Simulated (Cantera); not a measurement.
Charge: 1 mol TiC, 2.1 mol H₂, equilibrated at 2500 K.

Equilibrium computed with Cantera from the NASA thermochemical tables; the gas is ideal and each condensed phase is pure. Candidate condensed phases: C, C₆H₆, C₇H₈, C₈H₁₈, Ti, TiC; 77 gas species. TiC: taken at fixed stoichiometry. Kinetics and transport are ignored.

### Question
What share of the Ti ends up in condensed phases as a function of P (Pa), at 1, 7.20, 52, 370, 2700, 19000, 140000, 1000000?

### Answer
```json
[
 {"P (Pa)": "1", "Ti condensed (%)": "5.6", "as": "TiC(s)"},
 {"P (Pa)": "7.20", "Ti condensed (%)": "90.1", "as": "TiC(s)"},
 {"P (Pa)": "52", "Ti condensed (%)": "98.5", "as": "TiC(s)"},
 {"P (Pa)": "370", "Ti condensed (%)": "99.6", "as": "TiC(s)"},
 {"P (Pa)": "2700", "Ti condensed (%)": "99.9", "as": "TiC(s)"},
 {"P (Pa)": "19000", "Ti condensed (%)": "100.0", "as": "TiC(s)"},
 {"P (Pa)": "140000", "Ti condensed (%)": "100.0", "as": "TiC(s)"},
 {"P (Pa)": "1000000", "Ti condensed (%)": "100.0", "as": "TiC(s)"}
]
```
